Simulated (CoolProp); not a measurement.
Vapour-liquid equilibrium of R152A (1) + methanol (2) at 0.0442 MPa; x and y are mole fractions of (1).

Model: multi-fluid Helmholtz-energy mixture model, Outcalt 1996 and de Reuck 1993; pair parameters Bell 2016, in CoolProp.

```
x     bubble temperature (°C)  y at the bubble point  dew temperature at overall composition x (°C)  liquid density (mol/L)
----  -----------------------  ---------------------  ---------------------------------------------  ----------------------
0.05                    -12.1                  0.960                                           43.6                   24.92
0.15                    -28.9                  0.989                                           41.2                   24.08
0.25                    -32.0                    [?]                                           38.5                   22.91
0.35                    -32.9                  0.992                                           35.6                   21.76
0.45                    -33.5                  0.993                                           32.1                   20.68
0.55                      [?]                  0.993                                           28.1                   19.66
0.65                    -35.4                  0.994                                           23.3                   18.72
0.75                      [?]                  0.996                                           17.0                   17.84
0.85                    -38.5                  0.997                                            8.1                   17.01
0.95                    -40.3                  0.999                                           -9.1                   16.22
```

Task: What belongs in the gaps?

Result: 
- 0.25, y at the bubble point: 0.991
- 0.55, bubble temperature (°C): -34.3
- 0.75, bubble temperature (°C): -36.8

No azeotrope shows between x = 0.05 and 0.95.

Pair parameters are fitted to limited data, so mixtures are less certain than the pure fluids. With so large a gap from Raoult's law the liquid may split in two, which this calculation doesn't test in full.
